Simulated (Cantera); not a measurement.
Feed: 1 mol SiC, 0.7 mol C, 5.8 mol N2, held at 3023 K and 0.0133 bar.

Method: chemical equilibrium by Gibbs-energy minimisation in Cantera with the NASA 1993 tables (ideal gas, pure condensed phases). The tables' values for SiN are old estimates; treat these amounts as uncertain. Rates play no part.

```json
[
 {"species": "N2", "before": "0.799", "after": "1.00"},
 {"species": "Si", "before": "0.0778", "after": "<1e-9"},
 {"species": "SiC2", "before": "0.0609", "after": "<1e-9"},
 {"species": "CN", "before": "0.0271", "after": "<1e-9"},
 {"species": "C3", "before": "0.0250", "after": "<1e-9"},
 {"species": "C", "before": "0.00445", "after": "<1e-9"},
 {"species": "C2", "before": "0.00270", "after": "<1e-9"},
 {"species": "C2N2", "before": "0.000736", "after": "<1e-9"},
 {"species": "C5", "before": "0.000435", "after": "<1e-9"},
 {"species": "SiN", "before": "0.000424", "after": "<1e-9"},
 {"species": "Si2C", "before": "0.000410", "after": "<1e-9"},
 {"species": "C(graphite), mol", "before": "0", "after": "0.700"},
 {"species": "SiC(s), mol", "before": "0", "after": "1.00"}
]
```
Gas species are given as mole fractions.

Name the change that produced these shifts.
(A) C from 0.7 to 0.012 mol
(B) N2 from 5.8 to 0.098 mol
(C) temperature from 3023 K to 2173 K
(D) temperature from 3023 K to 1423.15 K

D, temperature from 3023 K to 1423.15 K
